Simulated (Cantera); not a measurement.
An isothermal, constant-pressure homogeneous reactor starts with 6.28 % H2, 93.7 % O2, at 1225 K and 0.00200 bar.

Computed with Cantera and the H2/O2 subset of GRI-Mech 3.0, which has no nitrogen chemistry. Radical loss at walls, strong at low pressure, is not modelled. The temperature is held fixed by assumption; the heat of reaction is taken as removed at once.

One state of this run: x H2 = 0.00122; x O2 = 0.890; x HO2 = 5.72e-7; x O = 0.0398; x OH = 0.00442; x H2O2 = 1.54e-8; x H2O = 0.0540. x: mole fraction; the columns are a selection and need not sum to one.

Problem. Which value of t (s) does it belong to?
A. 3.83
B. 0.562
C. 0.0825
D. 0.000100

Solution. C, 0.0825
